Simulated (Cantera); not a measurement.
Charge: 1 mol CuO, 7.9 mol CO, 2 mol N₂, equilibrated at 2550 K.

Method: chemical equilibrium by Gibbs-energy minimisation in Cantera with the NASA 1993 tables (ideal gas, pure condensed phases). Candidate condensed phases: C, Cu, CuO, Cu₂O; 27 gas species. Kinetics and transport are ignored.

### Question
At 0.0750 Torr, list the 5 most abundant gas species with their mole fractions, and the condensed phases.

### Answer
CO 0.663, N₂ 0.169, Cu 0.0847, O 0.0748, CO₂ 0.00562. Condensed: gas only.
